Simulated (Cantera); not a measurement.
Feed: 1 mol SiC, 0.016 mol CO2, 610 mol H2, equilibrated at 1598 K and 1050 Torr.

Method: chemical equilibrium by Gibbs-energy minimisation in Cantera with the NASA 1993 tables (ideal gas, pure condensed phases). Candidate condensed phases: C, C6H6, C7H8, C8H18, H2O, Si, SiC, SiO2; 123 gas species. Equilibrium is a limit: real reactors are often held back by kinetics, nucleation or transport.

Base state: H2 1.000, CH4 6.06e-5, H 4.50e-5, SiO 4.19e-5, CO 1.01e-5 (mole fractions); condensed: SiC(s).

Question: What changes in the equilibrium state with this change: CO2 from 0.016 to 0.89 mol?

Answer: 
| species | before | after |
|---|---|---|
| H2 | 1.000 | 0.997 |
| CO | 1.01e-5 | 0.00201 |
| SiO | 4.19e-5 | 0.000657 |
| H2O | 4.75e-7 | 2.64e-5 |
| CH4 | 6.06e-5 | 0.000215 |
| SiC(s), mol | 0.973 | 0.531 |
| SiO2(β-quartz), mol | 0 | 0.0673 |
Mutual solubility and eutectic melting of coexisting phases are not modelled. The tables hold silica as quartz up to 1696 K and as liquid above; real silica turns to tridymite and cristobalite and melts near 1996 K.
